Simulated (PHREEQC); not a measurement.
Solution (25 °C): 0.001 mol/kgw HF, 0.028 mol/kgw NaF, 0.00015 mol/kgw HCl and 0.011 mol/kgw (NH4)2SO4. Closed to the air; pH follows from the charge balance.

Computed with PHREEQC (ion-association model, phreeqc.dat).

Question: The ionic strength comes out as 0.0575 mol/kgw. What activity coefficients do SO4-2, HSO4-, H+, NaSO4-, NH4SO4- get?

Answer: SO4-2 0.44, HSO4- 0.81, H+ 0.85, NaSO4- 0.82, NH4SO4- 0.81.

Precipitation was switched off in this run.
